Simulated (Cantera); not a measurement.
Input: 1 mol borazine, 3.1 mol O₂, held at 925 °C and 75.0 Torr.

These are equilibrium values from Cantera (NASA tables, ideal gas, pure condensed phases), not measurements of a reactor. Candidate condensed phases: B, BN, B₂O₃, B₃O₃H₃, H₂O; 39 gas species. The feed counts by its element totals alone. Gases not in the tables: H₃BO₃. Rates play no part.

Base state: H₂O 0.376, N₂ 0.333, H₂ 0.289, HBO₂ 0.00157, (HBO₂)₃ 0.000856 (mole fractions); condensed: B₂O₃(l).

Question: What changes in the equilibrium state with this change: pressure from 75.0 Torr to 0.750 Torr?

Answer: 
| species | before | after |
|---|---|---|
| H₂O | 0.376 | 0.367 |
| N₂ | 0.333 | 0.331 |
| H₂ | 0.289 | 0.287 |
| HBO₂ | 0.00157 | 0.0155 |
| (HBO₂)₃ | 0.000856 | 8.27e-5 |
| B₂O₃(l), mol | 1.49 | 1.46 |

Question: What changes in the equilibrium state with this change: temperature from 925 °C to 850 °C?

Answer: 
```csv
species,before,after
H₂O,0.376,0.376
N₂,0.333,0.333
H₂,0.289,0.289
HBO₂,0.00157,0.000498
(HBO₂)₃,0.000856,0.00115
"B₂O₃(l), mol",1.49,1.49
```
